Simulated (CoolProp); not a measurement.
Computed with CoolProp (reference Helmholtz-energy equation of state, Aleksandrov 2011). It is a short technical equation, of lower accuracy than the large ones.

Q: For n-undecane, give the phase and the density (kg/m³), cp (kJ/(kg K)), speed of sound (m/s), expansivity (1/kK) at 9.35 °C and 0.592 MPa; 69.75 °C and 0.592 MPa; 170.45 °C and 0.592 MPa.

A: 
- 9.35 °C and 0.592 MPa: liquid; density 749, cp 2.17, speed of sound 1340, expansivity 1.02
- 69.75 °C and 0.592 MPa: liquid; density 703, cp 2.37, speed of sound 1100, expansivity 1.08
- 170.45 °C and 0.592 MPa: liquid; density 623, cp 2.77, speed of sound 756, expansivity 1.37
